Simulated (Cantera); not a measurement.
## Low-pressure radical oxidation in H2/O2

An isothermal, constant-pressure homogeneous reactor starts with H2 : O2 : N2 = 0.056 : 1 : 2.8 (molar parts), at 975 K and 10.00 Torr.

Cantera simulation using the H2/O2 subset of GRI-Mech 3.0, which has no nitrogen chemistry; the numbers are that mechanism's predictions, not measurements. Radical loss at walls, strong at low pressure, is not modelled.

```csv
t (s),x H2,x O2,x OH,x H2O2,x HO2
2.00e-6,0.0145,0.259,<1e-12,<1e-12,<1e-12
6.91e-6,0.0145,0.259,<1e-12,<1e-12,<1e-12
2.39e-5,0.0145,0.259,<1e-12,<1e-12,<1e-12
8.25e-5,0.0145,0.259,<1e-12,<1e-12,1.50e-12
0.000285,0.0145,0.259,<1e-12,<1e-12,5.19e-12
0.000985,0.0145,0.259,6.42e-12,<1e-12,1.81e-11
0.00340,0.0145,0.259,7.23e-11,<1e-12,6.61e-11
0.0118,0.0145,0.259,3.73e-8,<1e-12,2.90e-9
0.0406,0.000804,0.251,0.000588,4.15e-8,1.90e-6
0.140,8.33e-5,0.253,0.000191,2.30e-8,1.25e-6
0.485,8.35e-6,0.254,5.67e-5,1.81e-8,4.84e-7
1.68,6.72e-7,0.254,1.69e-5,9.10e-9,1.05e-7
5.79,6.65e-8,0.254,5.78e-6,2.97e-9,1.80e-8
20.0,9.57e-9,0.254,2.35e-6,8.20e-10,3.44e-9
```
x: mole fraction; the columns are a selection and need not sum to one.

Equilibrium at this temperature and pressure: H2 1.03e-11, O2 0.254, OH 8.25e-8, H2O2 1.73e-12, HO2 9.26e-11 (gas phase only).
